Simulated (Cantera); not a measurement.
A Cantera script and what it prints.

```python
import numpy as np
import cantera as ct

gas_names = [...]  # 150 gases of nasa_gas.yaml made of C, H, N, O, S
cond_names = """
    C(gr) C6H6(L) C7H8(L) C8H18(L),n-octa H2O(s) H2O(L) H2SO4(L) S(cr1) S(cr2) S(L)
""".split()


# ... load() reads the species with a 1 bar reference pressure and builds the phases ...
atoms = {
    'CS2': {'C': 1, 'S': 2},
    'H2': {'H': 2},
    'N2': {'N': 2},
    'H2O': {'H': 2, 'O': 1},
}
top_T = {'C(gr)': 4500}  # K; cautious upper limits of use, not melting points


# ... equilibrate(T, P, feed) seeds the gas with the atoms and calls Mixture.equilibrate('TP', solver="vcs", rtol=1e-11, max_steps=5000) ...
results = []
feed = {'CS2': 1, 'H2': 0.36, 'N2': 1.2, 'H2O': 0.06}  # mol
T = 1023.15  # K
P = 6800  # Pa
mix = equilibrate(T, P, feed)
results.append((T, P, feed, dict(zip(mix.species_names, mix.species_moles))))
x = sorted(zip(gas.X, gas.species_names), reverse=True)
print(f"T = {T:g} K  P = {P:g} Pa  gas = {mix.phase_moles(0):.4g} mol")
print("   x: " + "  ".join(f"{s} {v:.3e}" for v, s in x if v > 1e-05))
print("   condensed (mol): " + ("  ".join(f"{mix.phase(i).name} {mix.phase_moles(i):.4g}"
      for i in range(1, mix.n_phases) if mix.phase_moles(i) > 1e-12) or "none"))
```

It prints:

```
T = 1023.15 K  P = 6800 Pa  gas = 2.498 mol
   x: N2 4.803e-01  CS2 2.892e-01  H2S 1.419e-01  S2 3.834e-02  H2 2.614e-02  CO 2.048e-02  COS 3.510e-03  SH 3.179e-05  CO2 1.017e-05
   condensed (mol): C(gr) 0.2175
```

Cantera equilibrium calculation (NASA polynomials, part measured and part estimated; ideal gas, pure solids and liquids). Gases not in the tables: S3 to S7.
